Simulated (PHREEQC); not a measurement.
## Reverse-osmosis permeate: speciation

Model water analysis in mg/kgw, 57 °C, pH 5.78, pe 12:

| constituent | mg/kgw |
|---|---|
| Na | 2.49 |
| K | 0.599 |
| Ca | 1.99 |
| Mg | 0.489 |
| Cl | 2.12 |
| S(6) as SO4 | 1.86 |
| Alkalinity as HCO3 | 10.3 |
| Ba | 0.0148 |
| Ni | 0.0516 |
| F | 0.101 |
| O(0) (dissolved oxygen) | 0.00852 |

Valence states are taken as typed.

The numbers come from PHREEQC with the ion-association model, wateq4f.dat.

```json
{
  "ionic_strength": "0.000359 mol/kgw",
  "charge_balance_error": "-1.4 %"
}
```

```json
[
 {"species": "CO2", "molality": "0.000535", "activity": "0.000535", "log γ": "0.000"},
 {"species": "HCO3-", "molality": "0.000170", "activity": "0.000166", "log γ": "-0.010"},
 {"species": "Na+", "molality": "0.000108", "activity": "0.000106", "log γ": "-0.010"},
 {"species": "Cl-", "molality": "5.98e-5", "activity": "5.84e-5", "log γ": "-0.010"},
 {"species": "Ca+2", "molality": "4.93e-5", "activity": "4.50e-5", "log γ": "-0.040"},
 {"species": "Mg+2", "molality": "1.99e-5", "activity": "1.82e-5", "log γ": "-0.040"}
]
```

This is a speciation only: nothing precipitates in the calculation. Constants without temperature data keep their 25 °C values here.
